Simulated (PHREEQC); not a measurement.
Hard or scaling water: speciation

Dissolve 10 mmol/kgw BaCl2, 0.054 mmol/kgw NaHCO3 and 0.00072 mmol/kgw H4SiO4 at 25 °C. Closed to the air; pH follows from the charge balance.

The numbers come from PHREEQC with the ion-association model, phreeqc.dat.

Precipitation was switched off in this run.

### Question
Predict the pH, specific conductance.

### Answer
pH 7.83; specific conductance 2380 µS/cm.

### Question
In which forms is Si present?

### Answer
H4SiO4 99 %, H3SiO4- 1.2 % of the Si.
